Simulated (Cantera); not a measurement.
An isothermal, constant-pressure homogeneous reactor starts with H2 : O2 : N2 = 0.018 : 1 : 0.032 (molar parts), equivalence ratio 0.0090, at 1423 K and 420 Pa.

Detailed kinetics in Cantera: GRI-Mech 3.0 (53 species, 325 reactions). Radical loss at walls, strong at low pressure, is not modelled.

x: mole fraction; the columns are a selection and need not sum to one.

| t (s) | x H2 | x O2 | x O | x HO2 | x OH | x H2O | x H2O2 |
|---|---|---|---|---|---|---|---|
| 0.00100 | 0.0171 | 0.952 | 3.52e-7 | 1.64e-7 | 3.10e-7 | 2.50e-7 | 1.69e-10 |
| 0.00207 | 0.0171 | 0.952 | 2.60e-6 | 3.38e-7 | 2.23e-6 | 2.66e-6 | 6.43e-10 |
| 0.00429 | 0.0170 | 0.952 | ? | ? | ? | ? | ? |
| 0.00888 | 0.00174 | 0.938 | 0.0117 | 2.78e-7 | 0.00388 | 0.0129 | 1.07e-8 |
| 0.0184 | 0.000115 | 0.936 | 0.0146 | 2.02e-7 | 0.00234 | 0.0155 | 5.12e-9 |
| 0.0381 | 0.000114 | 0.936 | 0.0145 | 2.01e-7 | 0.00233 | 0.0155 | 5.10e-9 |
| 0.0788 | 0.000112 | 0.937 | 0.0143 | 2.00e-7 | 0.00231 | 0.0155 | 5.08e-9 |
| 0.163 | 0.000109 | 0.937 | 0.0138 | 1.97e-7 | 0.00228 | 0.0155 | 5.04e-9 |
| 0.338 | 0.000103 | 0.938 | 0.0130 | 1.92e-7 | 0.00221 | 0.0156 | 4.95e-9 |
| 0.700 | ? | 0.940 | ? | 1.81e-7 | 0.00209 | 0.0158 | 4.77e-9 |
| 1.45 | 7.30e-5 | 0.942 | 0.00904 | 1.62e-7 | 0.00187 | 0.0160 | 4.41e-9 |
| 3.00 | 4.86e-5 | 0.945 | 0.00592 | 1.31e-7 | 0.00153 | 0.0163 | 3.78e-9 |

**Question.** What belongs in the gaps?

**Answer.** 
- 0.00429, x O: 0.000108
- 0.00429, x HO2: 6.47e-7
- 0.00429, x OH: 9.20e-5
- 0.00429, x H2O: 0.000124
- 0.00429, x H2O2: 2.02e-9
- 0.700, x H2: 9.15e-5
- 0.700, x O: 0.0115
